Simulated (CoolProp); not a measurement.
A closed Brayton cycle with carbon dioxide: compressor inlet 333.15 K and 9.2 MPa, high pressure 30.8 MPa, turbine inlet 825 K, compressor efficiency 0.89, turbine efficiency 0.9, recuperator effectiveness 0 (on enthalpy, no pinch check). Each further row changes one setting.

Model: reference Helmholtz-energy equation of state, Span 1996, in CoolProp.

```tsv
case	thermal efficiency (%)	net work (kJ/kg)	compressor to turbine work	compressor exit (K)	turbine exit (K)
as stated	(withheld)	90.8	0.42	433.7	681.1
turbine inlet 775 K	17.2	(withheld)	0.45	433.7	636.1
compressor inlet 343.15 K	16.8	83.6	0.46	(withheld)	681.1
high pressure 26.2 MPa	(withheld)	82.7	0.40	(withheld)	699.7
recuperator effectiveness 0.5	23.7	90.8	0.42	433.7	681.1
```

Q: Some entries are withheld; supply them.

A: 
- as stated, thermal efficiency (%): 17.3
- turbine inlet 775 K, net work (kJ/kg): 79.7
- compressor inlet 343.15 K, compressor exit (K): 451.2
- high pressure 26.2 MPa, thermal efficiency (%): 15.3
- high pressure 26.2 MPa, compressor exit (K): 419.9
